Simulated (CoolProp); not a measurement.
Fluoroethane (R161) along the isobar 50 bar: fugacity coefficient from the reference equation and from simpler models built on Tc = 102.1 °C, pc = 50.10 bar, ω = 0.216; each cubic takes its own stable root.

The numbers come from the reference Helmholtz-energy equation of state, Wu 2012 in CoolProp.

```
T (°C)   phase  reference
------  ------  ---------
4.45    liquid     0.1031
16.65   liquid     0.1442
28.75   liquid     0.1939
40.95   liquid     0.2531
53.15   liquid     0.3211
65.25   liquid     0.3963
77.45   liquid     0.4787
89.65   liquid     0.5657
113.95     gas     0.6958
```

How far does each simpler model (van der Waals, Redlich-Kwong, Soave-Redlich-Kwong) lie from the reference over these 9 states: mean and median of the absolute difference, and the worst?


- van der Waals: mean 61.4 %, median 48.0 %, worst +157.5 % at 4.45 °C and 50 bar
- Redlich-Kwong: mean 17.9 %, median 16.8 %, worst +37.4 % at 4.45 °C and 50 bar
- Soave-Redlich-Kwong: mean 4.1 %, median 4.4 %, worst +4.9 % at 53.15 °C and 50 bar
